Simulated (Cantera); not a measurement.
Input (Python, Cantera) and output of one run.

```python
import numpy as np
import cantera as ct

gas_names = """
    CL CL2 H HCL H2 Si SiCL SiCL2 SiCL3 SiCL4 SiH SiHCL3 SiH2 SiH2CL2 SiH3 SiH3CL SiH4 Si2 Si3
""".split()
cond_names = """
    Si(cr) Si(L)
""".split()


# ... load() reads the species with a 1 bar reference pressure and builds the phases ...
atoms = {
    'Si2H6': {'Si': 2, 'H': 6},
    'H2': {'H': 2},
    'Cl2': {'CL': 2},
}
top_T = {}  # K; cautious upper limits of use, not melting points


# ... equilibrate(T, P, feed) seeds the gas with the atoms and calls Mixture.equilibrate('TP', solver="vcs", rtol=1e-11, max_steps=5000) ...
results = []
feed = {'Si2H6': 1, 'H2': 160, 'Cl2': 0.03}  # mol
P = 133.322  # Pa
for T in [1323, 1373, 1423, 1473, 1523, 1573, 1623, 1673, 1723, 1773, 1823]:
    mix = equilibrate(T, P, feed)
    results.append((T, P, feed, dict(zip(mix.species_names, mix.species_moles))))

top = {s: max(r[3][s] / sum(r[3][g] for g in gas_names) for r in results) for s in gas_names}
cols = sorted((s for s in top if top[s] > 0.0001), key=lambda s: -top[s])[:8]
seen = [c for c in cond_names if any(r[3].get(c, 0) > 1e-12 for r in results)]
print("log10 of partial pressures in bar; condensed amounts in mol")
print(f"{'T/K':>10s}" + "".join(f"{s[:9]:>10s}" for s in cols + seen))
for T, P, feed, n in results:
    ng = sum(n[g] for g in gas_names)
    print(f"{T:10.4g}" + "".join(f"{np.log10(max(n[s] / ng * P / 1e5, 1e-99)):10.3f}" for s in cols)
          + "".join(f"{n.get(c, 0):10.4g}" for c in seen))
```

It prints:

```
log10 of partial pressures in bar; condensed amounts in mol
       T/K        H2         H        Si       HCL       SiH    Si(cr)     Si(L)
      1323    -2.875    -7.237   -10.052    -6.310   -10.624         2         0
      1373    -2.875    -6.915    -9.411    -6.310   -10.094         2         0
      1423    -2.875    -6.615    -8.816    -6.310    -9.602         2         0
      1473    -2.875    -6.336    -8.262    -6.310    -9.144     1.999         0
      1523    -2.876    -6.074    -7.744    -6.311    -8.716     1.997         0
      1573    -2.876    -5.829    -7.260    -6.311    -8.316     1.992         0
      1623    -2.876    -5.598    -6.806    -6.312    -7.941     1.978         0
      1673    -2.877    -5.382    -6.379    -6.313    -7.589     1.943         0
      1723    -2.878    -5.178    -6.007    -6.315    -7.288         0     1.868
      1773    -2.879    -4.986    -5.672    -6.318    -7.020         0     1.718
      1823    -2.882    -4.804    -5.355    -6.322    -6.767         0     1.417
```

These are equilibrium values from Cantera (NASA tables, ideal gas, pure condensed phases), not measurements of a reactor. The feed counts by its element totals alone. Gases not in the tables: Si2H6 and higher silanes.
